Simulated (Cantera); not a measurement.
**Thermodynamics of nitride etching, feed BN + H2O + H2**

Feed: 1 mol BN, 0.5 mol H2O, 3.6 mol H2, held at 100000 Pa.

Cantera equilibrium calculation (NASA polynomials, part measured and part estimated; ideal gas, pure solids and liquids). Candidate condensed phases: B, BN, B2O3, B3O3H3, H2O; 39 gas species. Mutual solubility and eutectic melting of coexisting phases are not modelled. Gases not in the tables: H3BO3. Rates play no part.

From 777 °C to 1477 °C the condensed part is BN(s) + B2O3(l).

```tsv
T (°C)	x H2	x N2	x HBO2	x HBO	x H2O	n BN(s)	n B2O3(l)
777	0.959	0.0380	3.93e-6	1.21e-8	0.00307	0.675	0.162
877	0.959	0.0381	2.14e-5	2.22e-7	0.00294	0.675	0.162
977	0.959	0.0381	8.72e-5	2.51e-6	0.00281	0.675	0.162
1077	0.959	0.0381	0.000284	1.97e-5	0.00269	0.675	0.162
1177	0.958	0.0381	0.000776	0.000115	0.00257	0.675	0.161
1277	0.957	0.0380	0.00184	0.000530	0.00245	0.675	0.157
1377	0.953	0.0379	0.00389	0.00202	0.00234	0.676	0.148
1477	0.944	0.0379	0.00748	0.00652	0.00223	0.674	0.125
```
x: gas mole fraction; n: condensed amount in mol.
